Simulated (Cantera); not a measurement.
A diamond (100) surface in a fixed gas of H2 with x(CH4) = 0.027, x(H) = 0.037, x(CH3) = 0.0016, at 1275 K; coverages are run to steady state.

Computed with Cantera and the Harris–Goodwin 1993 mechanism for the reconstructed diamond (100) surface.

One state of this run: growth (µm/h) = 35.6; θ c6HH = 0.388; θ c6H* = 0.0466; θ c6*H = 0.516; θ c6** = 0.0423; θ c6HM = 0.00326. θ: site fractions in the mechanism's names (c6HH fully hydrogenated, c6H* and c6*H radical sites, c6** diradical, c6HM methylated).

Which value of P (Pa) does it belong to?
A. 7700
B. 2800
C. 3900
D. 5500

C, 3900
